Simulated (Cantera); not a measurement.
A perfectly stirred reactor is fed with H₂ : O₂ : N₂ = 1 : 0.61 : 2.29 (molar parts), equivalence ratio 0.82, at 10.0 bar; it is adiabatic with a 450 K inlet, and is followed from long to short residence time, starting on the burning branch (τ in s: 0.22, 0.055, 0.014, 0.0035, 0.00089, 0.00023, 5.7e-05, 1.5e-05, 3.7e-06).

Detailed kinetics in Cantera: GRI-Mech 3.0 (53 species, 325 reactions). The hydrogen kinetics of GRI-Mech 3.0 are dated; newer H2 mechanisms differ, most at raised pressure.

**Question.** What does this change do: 0.15 parts H2O added?

**Answer.** 
```tsv
quantity	before	after
blow-out, bracketed by the residence times tried	burning at 3.70 µs, the shortest tried	burning at 3.70 µs, the shortest tried
x(H₂) at τ = 0.220 s	0.00129	0.000926
x(O₂) at τ = 0.220 s	0.0290	0.0284
x(NO) at τ = 0.220 s	0.00524	0.00394
x(H) at τ = 0.220 s	0.000126	7.11e-5
x(H₂O₂) at τ = 0.220 s	7.34e-7	6.60e-7
x(H₂) at τ = 0.890 ms	0.00223	0.00200
x(O₂) at τ = 0.890 ms	0.0316	0.0305
x(NO) at τ = 0.890 ms	0.000336	0.000144
x(H) at τ = 0.890 ms	0.000261	0.000194
x(H₂O₂) at τ = 0.890 ms	9.00e-7	9.00e-7
```
